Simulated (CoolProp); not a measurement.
Vapour-liquid equilibrium of dimethyl ether (1) + isobutane (2) at 201.2 K; x and y are mole fractions of (1).

The numbers come from the multi-fluid Helmholtz-energy mixture model, Wu 2011 and Bücker 2006; pair parameters Bell 2016 in CoolProp.

| x | bubble pressure, mixture model (MPa) | bubble pressure, Raoult's law (MPa) | y, mixture model | y, Raoult's law |
|---|---|---|---|---|
| 0.05 | 0.004769 | 0.004318 | 0.169 | 0.085 |
| 0.15 | 0.005706 | 0.004636 | 0.368 | 0.237 |
| 0.25 | 0.006361 | 0.004954 | 0.483 | 0.370 |
| 0.35 | 0.006819 | 0.005272 | 0.560 | 0.487 |
| 0.45 | 0.007143 | 0.005590 | 0.618 | 0.591 |
| 0.55 | 0.007372 | 0.005908 | 0.668 | 0.683 |
| 0.65 | 0.007530 | 0.006226 | 0.717 | 0.766 |
| 0.75 | 0.007621 | 0.006544 | 0.771 | 0.841 |
| 0.85 | 0.007625 | 0.006862 | 0.838 | 0.909 |
| 0.95 | 0.007490 | 0.007180 | 0.934 | 0.971 |

The largest gap from Raoult's law is +29.3 % in bubble pressure, at x = 0.35. y crosses x between x = 0.75 and 0.85: the model has an azeotrope there.

The pair parameters rest on a limited set of measurements; away from them the model extrapolates.
